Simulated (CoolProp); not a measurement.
m-xylene at several states: density (kg/m³) from the reference equation and from simpler models built on Tc = 616.9 K, pc = 3.535 MPa, ω = 0.326; each cubic takes its own stable root.

Model: reference Helmholtz-energy equation of state, Zhou 2012, in CoolProp.

```csv
T (K),p (MPa),phase,reference,van der Waals,Redlich-Kwong,Soave-Redlich-Kwong,Peng-Robinson
464.9,6.11,liquid,713.0,424.7,596.3,622.7,703.0
588.2,2.29,gas,80.24,69.63,74.53,76.50,79.38
289.3,1.16,liquid,868.2,489.8,726.8,745.0,836.7
319.2,10.1,liquid,849.7,492.5,717.5,735.4,825.6
```
